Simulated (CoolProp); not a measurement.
A Linde-Hampson liquefier for methane: isothermal reversible compression at 300 K from 1 atm to 25 MPa, throttling to 1 atm, return gas leaving the recuperator 5 K below the feed. Each further row changes one setting.

Values from CoolProp's reference Helmholtz-energy equation of state, Setzmann 1991.

```tsv
case	liquid yield per pass	compression work (kJ/kg of gas)
as stated	___	808
high pressure 50 MPa	___	916
warm-end temperature 330 K	___	___
warm-end gap 10 K	___	808
```

### Question
Complete the blanks.

### Answer

- as stated, liquid yield per pass: 0.210
- high pressure 50 MPa, liquid yield per pass: 0.240
- warm-end temperature 330 K, liquid yield per pass: 0.159
- warm-end temperature 330 K, compression work (kJ/kg of gas): 907
- warm-end gap 10 K, liquid yield per pass: 0.201
